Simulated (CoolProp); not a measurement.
500 sccm (0 °C, 1 atm) of nitrogen bubbles through liquid octamethyltrisiloxane (MDM) at 348.6 K and leaves saturated at a total pressure of 0.0217 MPa (ideal gas phase). Each further row changes one setting.

Computed with CoolProp (reference Helmholtz-energy equation of state, Thol 2017).

| case | vapour pressure (kPa) | mole fraction of vapour | delivery (mg/min) | delivery (sccm) | change of delivery for a bath 1 K warmer (%) |
|---|---|---|---|---|---|
| as stated | 7.47 | 0.344 | [?] | 262 | 7.0 |
| bath temperature 353.6 K | [?] | 0.427 | 3920 | 372 | 7.7 |
| total pressure 0.0434 MPa | 7.47 | [?] | 1100 | 104 | 5.4 |

**Question.** Some entries are withheld; supply them.

**Answer.** 
- as stated, delivery (mg/min): 2770
- bath temperature 353.6 K, vapour pressure (kPa): 9.26
- total pressure 0.0434 MPa, mole fraction of vapour: 0.172
